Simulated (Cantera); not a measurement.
Charge: 1 mol Cu2O, 1.5 mol CH4, 0.13 mol H2, held at 1050 K and 38.0 mbar.

Cantera equilibrium calculation (NASA polynomials, part measured and part estimated; ideal gas, pure solids and liquids). Candidate condensed phases: C, C6H6, C7H8, C8H18, Cu, CuO, Cu(OH)2, Cu2O, H2O; 113 gas species. Rates play no part.

Base state: H2 0.756, CO 0.241, H2O 0.00126, CH4 0.00124, CO2 0.000470 (mole fractions); condensed: C(graphite) + Cu(s).

### Question
What changes in the equilibrium state with this change: pressure from 38.0 mbar to 1.00 bar?

### Answer
| species | before | after |
|---|---|---|
| H2 | 0.756 | 0.721 |
| CO | 0.241 | 0.212 |
| CH4 | 0.00124 | 0.0298 |
| H2O | 0.00126 | 0.0277 |
| CO2 | 0.000470 | 0.00957 |
| C(graphite), mol | 0.502 | 0.529 |
| Cu(s), mol | 2.00 | 2.00 |
